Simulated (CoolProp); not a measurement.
Neopentane along the isobar 16.8 MPa: fugacity coefficient from the reference equation and from simpler models built on Tc = 160.6 °C, pc = 3.196 MPa, ω = 0.196; each cubic takes its own stable root.

Model: reference Helmholtz-energy equation of state, Lemmon 2006, in CoolProp. It is a short technical equation, of lower accuracy than the large ones.

```json
[
 {"T (°C)": "19.15", "phase": "liquid", "reference": "0.01812"},
 {"T (°C)": "42.55", "phase": "liquid", "reference": "0.03457"},
 {"T (°C)": "65.95", "phase": "liquid", "reference": "0.05886"},
 {"T (°C)": "89.45", "phase": "liquid", "reference": "0.09176"},
 {"T (°C)": "112.85", "phase": "liquid", "reference": "0.1328"},
 {"T (°C)": "136.25", "phase": "liquid", "reference": "0.1812"},
 {"T (°C)": "159.75", "phase": "liquid", "reference": "0.2356"},
 {"T (°C)": "183.15", "phase": "supercritical", "reference": "0.2939"},
 {"T (°C)": "206.55", "phase": "supercritical", "reference": "0.3544"},
 {"T (°C)": "229.95", "phase": "supercritical", "reference": "0.4152"},
 {"T (°C)": "253.45", "phase": "supercritical", "reference": "0.4750"},
 {"T (°C)": "276.85", "phase": "supercritical", "reference": "0.5321"}
]
```

Question: How far does each simpler model (Soave-Redlich-Kwong, Peng-Robinson) lie from the reference over these 12 states: mean and median of the absolute difference, and the worst?

Answer: 
- Soave-Redlich-Kwong: mean 6.4 %, median 6.7 %, worst +8.0 % at 276.85 °C and 16.8 MPa
- Peng-Robinson: mean 3.9 %, median 4.0 %, worst -5.8 % at 42.55 °C and 16.8 MPa
